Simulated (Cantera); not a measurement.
A Cantera script and what it prints.

```python
import numpy as np
import cantera as ct

gas_names = """
    B BH BH2 BH3 BN B2 H H2 N NH NH2 NH3 N2 N2H2 N2H4
""".split()
cond_names = """
    B(b) B(L) BN(s)
""".split()


# ... load() reads the species with a 1 bar reference pressure and builds the phases ...
atoms = {
    'B2H6': {'B': 2, 'H': 6},
    'N2': {'N': 2},
}
top_T = {'BN(s)': 3200}  # K; cautious upper limits of use, not melting points


# ... equilibrate(T, P, feed) seeds the gas with the atoms and calls Mixture.equilibrate('TP', solver="vcs", rtol=1e-11, max_steps=5000) ...
results = []
T = 1323.15  # K
P = 2000  # Pa
for m in [0.23, 0.33, 0.47, 0.68, 0.98, 1.4, 2, 2.9, 4.2]:
    feed = {'B2H6': 1, 'N2': m}  # mol
    mix = equilibrate(T, P, feed)
    results.append((T, P, feed, dict(zip(mix.species_names, mix.species_moles))))
    x = sorted(zip(gas.X, gas.species_names), reverse=True)
    print(f"T = {T:g} K  P = {P:g} Pa  n(N2) = {m:g} mol  gas = {mix.phase_moles(0):.4g} mol")
    print("   x: " + "  ".join(f"{s} {v:.3e}" for v, s in x if v > 1e-06))
    print("   condensed (mol): " + ("  ".join(f"{mix.phase(i).name} {mix.phase_moles(i):.4g}"
          for i in range(1, mix.n_phases) if mix.phase_moles(i) > 1e-12) or "none"))
```

Result:

```
T = 1323.15 K  P = 2000 Pa  n(N2) = 0.23 mol  gas = 3 mol
   x: H2 1.000e+00  H 1.124e-05  BH2 1.236e-06
   condensed (mol): B(b) 1.54  BN(s) 0.46
T = 1323.15 K  P = 2000 Pa  n(N2) = 0.33 mol  gas = 3 mol
   x: H2 1.000e+00  H 1.124e-05  BH2 1.236e-06
   condensed (mol): B(b) 1.34  BN(s) 0.66
T = 1323.15 K  P = 2000 Pa  n(N2) = 0.47 mol  gas = 3 mol
   x: H2 1.000e+00  H 1.124e-05  BH2 1.236e-06
   condensed (mol): B(b) 1.06  BN(s) 0.94
T = 1323.15 K  P = 2000 Pa  n(N2) = 0.68 mol  gas = 3 mol
   x: H2 1.000e+00  H 1.124e-05  BH2 1.236e-06
   condensed (mol): B(b) 0.64  BN(s) 1.36
T = 1323.15 K  P = 2000 Pa  n(N2) = 0.98 mol  gas = 3 mol
   x: H2 1.000e+00  H 1.124e-05  BH2 1.236e-06
   condensed (mol): B(b) 0.04  BN(s) 1.96
T = 1323.15 K  P = 2000 Pa  n(N2) = 1.4 mol  gas = 3.4 mol
   x: H2 8.823e-01  N2 1.176e-01  H 1.056e-05
   condensed (mol): BN(s) 2
T = 1323.15 K  P = 2000 Pa  n(N2) = 2 mol  gas = 4 mol
   x: H2 7.500e-01  N2 2.500e-01  H 9.734e-06
   condensed (mol): BN(s) 2
T = 1323.15 K  P = 2000 Pa  n(N2) = 2.9 mol  gas = 4.9 mol
   x: H2 6.122e-01  N2 3.878e-01  H 8.794e-06
   condensed (mol): BN(s) 2
T = 1323.15 K  P = 2000 Pa  n(N2) = 4.2 mol  gas = 6.2 mol
   x: N2 5.161e-01  H2 4.839e-01  H 7.818e-06
   condensed (mol): BN(s) 2
```

Cantera equilibrium calculation (NASA polynomials, part measured and part estimated; ideal gas, pure solids and liquids). The feed counts by its element totals alone. N2 is the only nitrogen source here; it is nearly inert below about 1500 K, so the nitride shown seldom forms there in practice. Mutual solubility and eutectic melting of coexisting phases are not modelled.
